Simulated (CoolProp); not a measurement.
cis-2-butene along the isotherm 186.15 °C: fugacity coefficient from the reference equation and from simpler models built on Tc = 162.6 °C, pc = 4236 kPa, ω = 0.202; each cubic takes its own stable root.

Computed with CoolProp (reference Helmholtz-energy equation of state, Lemmon 2005). It is a short technical equation, of lower accuracy than the large ones.

| p (kPa) | phase | reference | van der Waals | Redlich-Kwong | Soave-Redlich-Kwong | Peng-Robinson |
|---|---|---|---|---|---|---|
| 33.5 | gas | 0.9977 | 0.9979 | 0.9977 | 0.9977 | 0.9974 |
| 56.5 | gas | 0.9961 | 0.9965 | 0.9961 | 0.9962 | 0.9957 |
| 95.4 | gas | 0.9934 | 0.9941 | 0.9934 | 0.9936 | 0.9927 |
| 161 | gas | 0.9889 | 0.9901 | 0.9889 | 0.9891 | 0.9878 |
| 272 | gas | 0.9813 | 0.9833 | 0.9813 | 0.9817 | 0.9794 |
| 458 | gas | 0.9685 | 0.9718 | 0.9686 | (withheld) | 0.9654 |
| 774 | gas | 0.9470 | 0.9525 | 0.9471 | 0.9482 | 0.9420 |
| 1310 | gas | 0.9109 | 0.9198 | 0.9112 | (withheld) | 0.9030 |
| 2200 | gas | 0.8517 | (withheld) | (withheld) | 0.8557 | 0.8402 |
| 3720 | gas | 0.7525 | 0.7721 | 0.7542 | (withheld) | 0.7375 |
| 6280 | supercritical | 0.5840 | 0.5989 | 0.5860 | 0.5985 | (withheld) |
| 10600 | supercritical | 0.4131 | 0.4458 | 0.4241 | 0.4363 | (withheld) |

Problem. Some entries are withheld; supply them.

Solution. 
- 458, Soave-Redlich-Kwong: 0.9692
- 1310, Soave-Redlich-Kwong: 0.9131
- 2200, van der Waals: 0.8656
- 2200, Redlich-Kwong: 0.8525
- 3720, Soave-Redlich-Kwong: 0.7598
- 6280, Peng-Robinson: 0.5724
- 10600, Peng-Robinson: 0.4100
